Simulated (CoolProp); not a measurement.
Values from CoolProp's reference Helmholtz-energy equation of state, Zhou 2011.

Q: For dimethyl carbonate, give the phase and the density (kg/m³), cv (kJ/(kg K)), Joule-Thomson coefficient (K/MPa), isothermal compressibility (1/MPa) at 326.85 °C and 13.4 bar; 326.85 °C and 27.6 bar.

A: 
- 326.85 °C and 13.4 bar: gas; density 26.2, cv 1.78, Joule-Thomson coefficient 6.03, isothermal compressibility 0.811
- 326.85 °C and 27.6 bar: gas; density 59.8, cv 1.80, Joule-Thomson coefficient 6.91, isothermal compressibility 0.443
